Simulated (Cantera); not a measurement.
**Premixed flame**

A freely propagating, adiabatic, planar premixed flame of 7.11 % C₂H₄, 15.2 % O₂, 74.6 % N₂, 3.06 % H₂O, equivalence ratio 1.4, unburnt at 348 K and 0.987 atm; mixture-averaged transport, grid criteria slope 0.08 and curve 0.16, no radiation.

Model: GRI-Mech 3.0 (53 species, 325 reactions), integrated in Cantera. GRI-Mech 3.0 was tuned for natural gas; its chemistry of ethylene as a main component is partial and can be far from experiment. Burning velocities carry a grid error of a few per cent, more on coarse grids.

```json
[
 {"z (mm)": "-1.08", "T (K)": "348", "u (m/s)": "0.558", "x C₂H₄": "0.0710", "x O₂": "0.152", "x H₂O": "0.0305", "x NO₂": "<1e-8", "x H": "<1e-8", "x OH": "<1e-8"},
 {"z (mm)": "-0.722", "T (K)": "349", "u (m/s)": "0.560", "x C₂H₄": "0.0709", "x O₂": "0.152", "x H₂O": "0.0305", "x NO₂": "<1e-8", "x H": "<1e-8", "x OH": "<1e-8"},
 {"z (mm)": "-0.541", "T (K)": "352", "u (m/s)": "0.567", "x C₂H₄": "0.0707", "x O₂": "0.151", "x H₂O": "0.0308", "x NO₂": "<1e-8", "x H": "<1e-8", "x OH": "<1e-8"},
 {"z (mm)": "-0.361", "T (K)": "388", "u (m/s)": "0.629", "x C₂H₄": "0.0696", "x O₂": "0.148", "x H₂O": "0.0334", "x NO₂": "5.80e-8", "x H": "<1e-8", "x OH": "3.30e-8"},
 {"z (mm)": "-0.180", "T (K)": "721", "u (m/s)": "1.19", "x C₂H₄": "0.0575", "x O₂": "0.122", "x H₂O": "0.0560", "x NO₂": "4.29e-7", "x H": "7.56e-6", "x OH": "2.53e-5"},
 {"z (mm)": "-0.0902", "T (K)": "1103", "u (m/s)": "1.86", "x C₂H₄": "0.0376", "x O₂": "0.0880", "x H₂O": "0.0803", "x NO₂": "1.38e-7", "x H": "0.000291", "x OH": "0.000194"},
 {"z (mm)": "0", "T (K)": "1458", "u (m/s)": "2.49", "x C₂H₄": "0.0155", "x O₂": "0.0517", "x H₂O": "0.104", "x NO₂": "1.93e-8", "x H": "0.00149", "x OH": "0.000517"},
 {"z (mm)": "0.0902", "T (K)": "1684", "u (m/s)": "2.91", "x C₂H₄": "0.00344", "x O₂": "0.0261", "x H₂O": "0.118", "x NO₂": "<1e-8", "x H": "0.00338", "x OH": "0.00101"},
 {"z (mm)": "0.180", "T (K)": "1800", "u (m/s)": "3.11", "x C₂H₄": "0.000412", "x O₂": "0.0120", "x H₂O": "0.125", "x NO₂": "<1e-8", "x H": "0.00530", "x OH": "0.00159"},
 {"z (mm)": "0.361", "T (K)": "1869", "u (m/s)": "3.22", "x C₂H₄": "2.39e-6", "x O₂": "0.00253", "x H₂O": "0.126", "x NO₂": "<1e-8", "x H": "0.00725", "x OH": "0.00205"},
 {"z (mm)": "0.722", "T (K)": "1894", "u (m/s)": "3.25", "x C₂H₄": "<1e-8", "x O₂": "0.000471", "x H₂O": "0.123", "x NO₂": "<1e-8", "x H": "0.00714", "x OH": "0.00188"},
 {"z (mm)": "1.44", "T (K)": "1912", "u (m/s)": "3.27", "x C₂H₄": "<1e-8", "x O₂": "0.000242", "x H₂O": "0.122", "x NO₂": "<1e-8", "x H": "0.00580", "x OH": "0.00153"},
 {"z (mm)": "2.89", "T (K)": "1930", "u (m/s)": "3.30", "x C₂H₄": "<1e-8", "x O₂": "0.000126", "x H₂O": "0.123", "x NO₂": "<1e-8", "x H": "0.00414", "x OH": "0.00113"}
]
```
x: mole fraction of selected species; z is measured from the peak of heat release.

| Property | Value |
|---|---|
| laminar burning velocity | 55.7 cm/s |
| thermal thickness | 0.361 mm |
| peak x(H) | 0.00746 |
| peak x(OH) | 0.00206 |
| grid points | 150 |
